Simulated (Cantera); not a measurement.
Input (Python, Cantera):

```python
import numpy as np
import cantera as ct

gas = ct.Solution("h2o2.yaml")
gas.TPX = 1350, 3400, {'H2': 0.23, 'O2': 1}
inlet = ct.Reservoir(gas, clone=True)

reactor = ct.IdealGasConstPressureReactor(gas, energy="off", clone=False)
exhaust = ct.Reservoir(gas, clone=True)
tau = [1.3, 0.57, 0.24, 0.1, 0.045, 0.019, 0.0081, 0.0035][0]
for a, b in ((inlet, reactor), (reactor, exhaust)):
    ct.MassFlowController(a, b, mdot=lambda t: reactor.mass / tau)
net = ct.ReactorNet([reactor])
show = ['H2', 'O2', 'H', 'H2O2', 'OH', 'HO2', 'O']

rows = []
print(f"{'tau/s':>10s}{'T/K':>9s}" + "".join(f"{s:>11s}" for s in show))
for tau in [1.3, 0.57, 0.24, 0.1, 0.045, 0.019, 0.0081, 0.0035]:
    net.initial_time = 0.0
    net.advance(30 * tau)
    before = gas.X
    net.advance(40 * tau)
    drift = np.max(np.abs(gas.X - before) / (gas.X + 1e-9))
    rows.append([gas.T, *gas[show].X, drift])
    print(f"{tau:10.3e}{gas.T:9.1f}" + "".join(f"{x:11.3e}" for x in gas[show].X))
```

Result:

```
     tau/s      T/K         H2         O2          H       H2O2         OH        HO2          O
 1.300e+00   1350.0  2.134e-04  7.918e-01  8.700e-05  1.724e-07  2.006e-03  3.133e-06  1.141e-03
 5.700e-01   1350.0  3.645e-04  7.907e-01  1.989e-04  2.272e-07  2.641e-03  4.607e-06  1.979e-03
 2.400e-01   1350.0  6.350e-04  7.889e-01  4.708e-04  2.975e-07  3.518e-03  6.588e-06  3.510e-03
 1.000e-01   1350.0  1.104e-03  7.858e-01  1.114e-03  3.808e-07  4.685e-03  8.940e-06  6.216e-03
 4.500e-02   1350.0  1.810e-03  7.811e-01  2.408e-03  4.636e-07  6.048e-03  1.118e-05  1.034e-02
 1.900e-02   1350.0  3.029e-03  7.729e-01  5.365e-03  5.505e-07  7.871e-03  1.338e-05  1.752e-02
 8.100e-03   1350.0  4.888e-03  7.605e-01  1.118e-02  6.181e-07  9.976e-03  1.495e-05  2.828e-02
 3.500e-03   1350.0  7.489e-03  7.442e-01  2.073e-02  6.532e-07  1.213e-02  1.564e-05  4.204e-02
```

Model: the H2/O2 subset of GRI-Mech 3.0, which has no nitrogen chemistry, integrated in Cantera. Radical loss at walls, strong at low pressure, is not modelled. The temperature is held fixed by assumption; the heat of reaction is taken as removed at once.
